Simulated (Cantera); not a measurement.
Thermodynamics of silicon oxide and oxynitride deposition, feed SiH2Cl2 + O3

Input: 1 mol SiH2Cl2, a varied amount of O3, equilibrated at 1398.15 K and 24.0 Pa.

Method: chemical equilibrium by Gibbs-energy minimisation in Cantera with the NASA 1993 tables (ideal gas, pure condensed phases). Candidate condensed phases: H2O, Si, SiO2; 30 gas species. The tables' values for SiCl3, SiCl are old estimates; treat these amounts as uncertain. The tables hold silica as quartz up to 1696 K and as liquid above; real silica turns to tridymite and cristobalite and melts near 1996 K. Kinetics and transport are ignored.

At 0.089 mol O3 nothing is condensed. From 0.17 mol O3 to 0.68 mol O3 the condensed part is SiO2(β-quartz). The share of Si in condensed phases is highest at 0.68 mol O3 (100.0 %) and lowest at 0.089 mol O3 (0.0 %).

```tsv
n(O3) (mol)	x HCl	x H2	x SiCl2	x SiO	x Cl	x H2O	x SiCl3	x SiCl4	n SiO2(β-quartz)
0.089	0.225	0.331	0.314	0.118	9.84e-5	1.95e-7	0.00958	0.00125	0
0.17	0.337	0.270	0.246	0.131	0.000163	6.20e-7	0.0125	0.00269	0.106
0.26	0.427	0.246	0.215	0.0922	0.000217	8.02e-7	0.0145	0.00417	0.290
0.34	0.521	0.214	0.179	0.0644	0.000284	1.00e-6	0.0157	0.00589	0.442
0.43	0.637	0.169	0.129	0.0398	0.000390	1.28e-6	0.0157	0.00808	0.604
0.51	0.749	0.122	0.0817	0.0228	0.000540	1.61e-6	0.0137	0.00978	0.742
0.59	0.869	0.0678	0.0341	0.00948	0.000842	2.15e-6	0.00890	0.00991	0.876
0.68	0.942	3.98e-5	<1e-12	6.22e-10	0.0377	0.0192	3.44e-12	1.72e-10	1.00
```
x: gas mole fraction; n: condensed amount in mol.
